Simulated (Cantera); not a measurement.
Charge: 1 mol CH3SiCl3, 0.21 mol CH4, 320 mol H2, held at 2002 °C and 133 Pa.

Equilibrium computed with Cantera from the NASA thermochemical tables; the gas is ideal and each condensed phase is pure. Candidate condensed phases: C, C6H6, C7H8, C8H18, Si, SiC; 109 gas species. The feed counts by its element totals alone. Kinetics and transport are ignored.

Base state: H2 0.782, H 0.206, HCl 0.00696, Si 0.00255, C2H2 (acetylene) 0.00148, Cl 0.00132, SiC2 0.000161, SiH 3.17e-5 (mole fractions); condensed: gas only.

Task: What changes in the equilibrium state with this change: H2 from 320 to 48 mol?

Result: 
```tsv
species	before	after
H2	0.782	0.731
H	0.206	0.199
HCl	0.00696	0.0425
Si	0.00255	0.0143
SiCl2	5.08e-7	0.000114
Si2C	4.62e-6	0.000207
SiCl	6.79e-6	0.000241
C(graphite), mol	0	0.654
```
The tables' values for SiCl are old estimates; treat these amounts as uncertain.
